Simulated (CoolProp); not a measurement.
Vapour-liquid equilibrium of n-hexane (1) + cyclohexane (2) at 427 K; x and y are mole fractions of (1).

Values from CoolProp's multi-fluid Helmholtz-energy mixture model, Thol 2019 and Zhou 2014; pair parameters Bell 2016.

```csv
x,"bubble pressure, mixture model (bar)","bubble pressure, Raoult's law (bar)","y, mixture model","y, Raoult's law"
0.05,6.101,6.077,0.067,0.067
0.2,6.473,6.399,0.250,0.254
0.35,6.816,6.721,0.412,0.423
0.5,7.136,7.043,0.560,0.576
0.65,7.441,7.364,0.699,0.716
0.8,7.735,7.686,0.831,0.845
0.95,8.021,8.008,0.959,0.963
```

The largest gap from Raoult's law is +1.4 % in bubble pressure, at x = 0.35. No azeotrope shows between x = 0.05 and 0.95.

Pair parameters are fitted to limited data, so mixtures are less certain than the pure fluids.
